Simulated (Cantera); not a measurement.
What does this Cantera script print?

```python
import numpy as np
import cantera as ct

gas_names = """
    CL CL2 H HCL H2 Si SiCL SiCL2 SiCL3 SiCL4 SiH SiHCL3 SiH2 SiH2CL2 SiH3 SiH3CL SiH4 Si2 Si3
""".split()
cond_names = """
    Si(cr) Si(L)
""".split()


# ... load() reads the species with a 1 bar reference pressure and builds the phases ...
atoms = {
    'SiHCl3': {'Si': 1, 'H': 1, 'CL': 3},
    'HCl': {'H': 1, 'CL': 1},
    'H2': {'H': 2},
}
top_T = {}  # K; cautious upper limits of use, not melting points


# ... equilibrate(T, P, feed) seeds the gas with the atoms and calls Mixture.equilibrate('TP', solver="vcs", rtol=1e-11, max_steps=5000) ...
results = []
feed = {'SiHCl3': 1, 'HCl': 0.028, 'H2': 620}  # mol
T = 2050  # K
P = 2200  # Pa
mix = equilibrate(T, P, feed)
results.append((T, P, feed, dict(zip(mix.species_names, mix.species_moles))))
print(gas.report(threshold=0.001))
for i in range(1, mix.n_phases):
    print(f"{mix.phase(i).name:16s} {mix.phase_moles(i):12.5e} mol")
```

Output:

```
       temperature   2050 K
          pressure   2200 Pa
           density   0.00028508 kg/m^3
  mean mol. weight   2.2087 kg/kmol
   phase of matter   gas

                          1 kg             1 kmol
                     ---------------   ---------------
          enthalpy        2.6242e+07        5.7959e+07  J
   internal energy        1.8524e+07        4.0914e+07  J
           entropy        1.0045e+05        2.2185e+05  J/K
    Gibbs function       -1.7967e+08       -3.9684e+08  J
 heat capacity c_p             15460             34147  J/K
 heat capacity c_v             11696             25833  J/K

                      mass frac. Y      mole frac. X     chem. pot. / RT
                     ---------------   ---------------   ---------------
                 H         0.0069049           0.01513           -11.699
               HCL          0.077709         0.0047077           -40.984
                H2           0.89316           0.97852           -23.398
                Si          0.017327         0.0013626           -6.9734
     [  +15 minor]         0.0049003        0.00027721

Si(L)             0.00000e+00 mol
```

Method: chemical equilibrium by Gibbs-energy minimisation in Cantera with the NASA 1993 tables (ideal gas, pure condensed phases). The tables' values for SiCl are old estimates; treat these amounts as uncertain. Gases not in the tables: Si2H6 and higher silanes.
